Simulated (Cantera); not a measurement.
Feed: 1 mol Ta2O5, 1.6 mol C, 5.4 mol H2, at 1950 °C and 0.130 bar.

These are equilibrium values from Cantera (NASA tables, ideal gas, pure condensed phases), not measurements of a reactor. Candidate condensed phases: C, C6H6, C7H8, C8H18, H2O, Ta, TaC, Ta2O5; 113 gas species. Mutual solubility and eutectic melting of coexisting phases are not modelled. Condensed phases not in the tables: Ta2C, N, O or C dissolved in the metal. Kinetics and transport are ignored.

Base state: H2 0.755, CO 0.227, H 0.0154, H2O 0.00296, TaO2 0.000210, CO2 0.000166, TaO 4.43e-5 (mole fractions); condensed: Ta(s) + Ta2O5(l).

What changes in the equilibrium state with this change: Ta2O5 replaced by Cu2O?


```tsv
species	before	after
H2	0.755	0.648
Cu	0	0.212
CO	0.227	0.122
H	0.0154	0.0143
TaO2	0.000210	0
C2H2 (acetylene)	<1e-9	0.00188
Cu2	0	0.00172
TaO	4.43e-5	0
CO2	0.000166	1.90e-8
H2O	0.00296	5.43e-7
Ta(s), mol	0.648	0
Ta2O5(l), mol	0.675	0
C(graphite), mol	0	0.569
Cu(l), mol	0	0.228
```
Further candidate phases: Cu, CuO, Cu(OH)2, Cu2O.
